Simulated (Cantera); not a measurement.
A closed system holds: 1 mol Fe, 2.7 mol NH3, 67 mol N2, held at 225 Torr.

Cantera equilibrium calculation (NASA polynomials, part measured and part estimated; ideal gas, pure solids and liquids). Candidate condensed phases: Fe; 10 gas species. Kinetics and transport are ignored.

### Question
Which condensed phases are stable at each of these points (T (°C)): 327, 477, 627, 777, 927, 1077, 1227, 1377, 1527?

### Answer
```json
[
 {"T (°C)": "327", "condensed phases": "Fe(α)", "Fe condensed (%)": "100.0"},
 {"T (°C)": "477", "condensed phases": "Fe(α)", "Fe condensed (%)": "100.0"},
 {"T (°C)": "627", "condensed phases": "Fe(α)", "Fe condensed (%)": "100.0"},
 {"T (°C)": "777", "condensed phases": "Fe(α)", "Fe condensed (%)": "100.0"},
 {"T (°C)": "927", "condensed phases": "Fe(γ)", "Fe condensed (%)": "100.0"},
 {"T (°C)": "1077", "condensed phases": "Fe(γ)", "Fe condensed (%)": "100.0"},
 {"T (°C)": "1227", "condensed phases": "Fe(γ)", "Fe condensed (%)": "100.0"},
 {"T (°C)": "1377", "condensed phases": "Fe(γ)", "Fe condensed (%)": "99.9"},
 {"T (°C)": "1527", "condensed phases": "Fe(δ)", "Fe condensed (%)": "99.3"}
]
```

From 327 °C to 777 °C the condensed part is Fe(α). From 927 °C to 1377 °C the condensed part is Fe(γ). At 1527 °C the condensed part is Fe(δ).
